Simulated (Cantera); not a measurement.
A closed system holds: 1 mol TiO₂, 2 mol HCl, 0.015 mol Cl₂, at 10.0 mbar.

Cantera equilibrium calculation (NASA polynomials, part measured and part estimated; ideal gas, pure solids and liquids). Candidate condensed phases: H₂O, Ti, TiCl₂, TiCl₃, TiCl₄, TiO, TiO₂, Ti₂O₃, Ti₃O₅, Ti₄O₇; 23 gas species. Condensed phases not in the tables: TiOCl. Rates play no part.

x: gas mole fraction; n: condensed amount in mol.

```tsv
T (K)	x HCl	x Cl	x Cl₂	x H₂O	x H₂	x TiCl₄	x TiCl₃	n TiO₂(rutile)
1075	0.990	0.000922	0.00698	0.00125	2.03e-8	0.000627	(withheld)	0.999
1125	0.990	0.00167	0.00661	0.00138	5.48e-8	0.000690	(withheld)	0.999
1175	0.989	0.00281	0.00603	0.00150	1.42e-7	0.000752	(withheld)	0.998
1225	0.988	0.00441	0.00523	0.00163	3.61e-7	0.000814	(withheld)	0.998
1275	0.987	0.00642	0.00422	0.00174	9.26e-7	0.000873	(withheld)	0.998
1325	0.985	0.00861	0.00311	0.00186	2.46e-6	0.000931	(withheld)	0.998
1375	0.984	0.0107	0.00208	0.00198	6.86e-6	0.000986	(withheld)	0.998
1425	0.983	0.0123	0.00128	0.00209	2.00e-5	0.00104	(withheld)	0.998
1475	0.982	0.0135	0.000746	0.00221	5.89e-5	0.00108	(withheld)	0.998
1525	0.982	0.0143	0.000432	0.00234	0.000169	0.00111	(withheld)	0.998
1575	0.980	0.0153	0.000262	0.00249	0.000448	0.00111	(withheld)	0.997
1625	0.978	0.0168	0.000174	0.00268	0.00105	0.00108	(withheld)	0.997
1675	0.974	0.0192	0.000131	0.00292	0.00211	0.00100	(withheld)	0.997
```

**Question.** What belongs in the gaps?

**Answer.** 
- 1075, x TiCl₃: 5.33e-9
- 1125, x TiCl₃: 1.81e-8
- 1175, x TiCl₃: 5.66e-8
- 1225, x TiCl₃: 1.65e-7
- 1275, x TiCl₃: 4.63e-7
- 1325, x TiCl₃: 1.26e-6
- 1375, x TiCl₃: 3.38e-6
- 1425, x TiCl₃: 8.91e-6
- 1475, x TiCl₃: 2.28e-5
- 1525, x TiCl₃: 5.56e-5
- 1575, x TiCl₃: 0.000124
- 1625, x TiCl₃: 0.000247
- 1675, x TiCl₃: 0.000431
